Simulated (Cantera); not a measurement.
A closed system holds: 1 mol SiH₄, a varied amount of NO, equilibrated at 1500 K and 1330 Pa.

These are equilibrium values from Cantera (NASA tables, ideal gas, pure condensed phases), not measurements of a reactor. Candidate condensed phases: H₂O, Si, SiO₂, Si₂N₂O, Si₃N₄; 35 gas species. Mutual solubility and eutectic melting of coexisting phases are not modelled. The tables hold silica as quartz up to 1696 K and as liquid above; real silica turns to tridymite and cristobalite and melts near 1996 K. Rates play no part.

### Question
Which condensed phases are stable at each of these points (n(NO) (mol)): 0.1, 0.18, 0.31, 0.53, 0.9, 1.5, 2.6, 4.5, 7.7, 13, 23?

### Answer
```
n(NO) (mol)                    condensed phases  Si condensed (%)
-----------  ----------------------------------  ----------------
0.1                           Si(s) + Si₂N₂O(s)              95.0
0.18         Si(s) + SiO₂(β-quartz) + Si₂N₂O(s)              91.9
0.31         Si(s) + SiO₂(β-quartz) + Si₂N₂O(s)              91.9
0.53         Si(s) + SiO₂(β-quartz) + Si₂N₂O(s)              91.9
0.9                  SiO₂(β-quartz) + Si₂N₂O(s)              99.6
1.5                  SiO₂(β-quartz) + Si₂N₂O(s)              99.7
2.6                              SiO₂(β-quartz)             100.0
4.5                              SiO₂(β-quartz)             100.0
7.7                              SiO₂(β-quartz)             100.0
13                               SiO₂(β-quartz)             100.0
23                               SiO₂(β-quartz)             100.0
```

At 0.1 mol NO the condensed part is Si(s) + Si₂N₂O(s). From 0.18 mol NO to 0.53 mol NO the condensed part is Si(s) + SiO₂(β-quartz) + Si₂N₂O(s). From 0.9 mol NO to 1.5 mol NO the condensed part is SiO₂(β-quartz) + Si₂N₂O(s). From 2.6 mol NO to 23 mol NO the condensed part is SiO₂(β-quartz).
